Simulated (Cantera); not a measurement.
Input: 1 mol Cr, 0.27 mol O₂, 25 mol N₂, held at 1348 K and 0.170 bar.

Equilibrium computed with Cantera from the NASA thermochemical tables; the gas is ideal and each condensed phase is pure. Candidate condensed phases: Cr, CrN, Cr₂N, Cr₂O₃; 14 gas species. Mutual solubility and eutectic melting of coexisting phases are not modelled. Kinetics and transport are ignored.

Base state: N₂ 1.00 (mole fractions); condensed: Cr₂N(s) + Cr₂O₃(s).

Task: What changes in the equilibrium state with this change: temperature from 1348 K to 2173 K?

Result: 
| species | before | after |
|---|---|---|
| N₂ | 1.00 | 0.975 |
| Cr | 4.39e-8 | 0.0247 |
| CrO | <1e-9 | 0.000743 |
| Cr₂N(s), mol | 0.320 | 0 |
| Cr₂O₃(s), mol | 0.180 | 0.173 |

Task: What changes in the equilibrium state with this change: temperature from 1348 K to 1773 K?

Result: 
```tsv
species	before	after
N₂	1.00	1.000
Cr	4.39e-8	0.000371
Cr₂N(s), mol	0.320	0
Cr₂O₃(s), mol	0.180	0.180
Cr(s), mol	0	0.631
```
